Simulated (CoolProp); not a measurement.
Computed with CoolProp (reference Helmholtz-energy equation of state, Schroeder 2014).

**Question.** For ethanol, give the phase and the speed of sound (m/s), Joule-Thomson coefficient (K/MPa), isothermal compressibility (1/MPa), conductivity (mW/(m K)) at 239.85 °C and 13.7 MPa; 293.35 °C and 13.7 MPa.

**Answer.** 
- 239.85 °C and 13.7 MPa: liquid; speed of sound 484, Joule-Thomson coefficient 0.543, isothermal compressibility 0.0124, conductivity 137
- 293.35 °C and 13.7 MPa: supercritical; speed of sound 261, Joule-Thomson coefficient 3.01, isothermal compressibility 0.0900, conductivity 123

Thermal conductivity comes from a separate model (Assael 2013).
